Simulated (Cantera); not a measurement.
Gas-phase reforming

A perfectly stirred reactor is fed with 71.4 % CH4, 27.7 % H2O, 0.927 % H2, at 51000 Pa; it is held at 1998 K, and followed from long to short residence time.

Model: GRI-Mech 3.0 (53 species, 325 reactions), integrated in Cantera. GRI-Mech 3.0 stops at C3 and has no aromatics, soot or wall deposition, so with more carbon than oxygen in the feed, carbon stays in small species such as C2H2 where larger ones or solid carbon would form.

| τ (s) | x CH4 | x H2O | x H2 | x H | x OH | x CH2 |
|---|---|---|---|---|---|---|
| 15 | 0.00225 | 0.000322 | 0.747 | 0.00195 | 8.32e-8 | 3.91e-7 |
| 6.6 | 0.00281 | 0.000727 | 0.747 | 0.00195 | 1.88e-7 | 4.88e-7 |
| 2.9 | 0.00378 | 0.00163 | 0.745 | 0.00195 | 4.21e-7 | 6.56e-7 |
| 1.3 | 0.00532 | 0.00355 | 0.743 | 0.00194 | 9.15e-7 | 9.19e-7 |
| 0.56 | 0.00781 | 0.00781 | 0.738 | 0.00192 | 2.01e-6 | 1.34e-6 |
| 0.24 | 0.0116 | 0.0164 | 0.728 | 0.00189 | 4.20e-6 | 1.98e-6 |
| 0.11 | 0.0168 | 0.0302 | 0.714 | 0.00185 | 7.70e-6 | 2.82e-6 |
| 0.047 | 0.0251 | 0.0530 | 0.691 | 0.00178 | 1.34e-5 | 4.08e-6 |
| 0.021 | 0.0366 | 0.0808 | 0.661 | 0.00169 | 2.04e-5 | 5.66e-6 |
| 0.0090 | 0.0550 | 0.112 | 0.623 | 0.00157 | 2.79e-5 | 7.73e-6 |
x: mole fraction; the columns are a selection and need not sum to one.
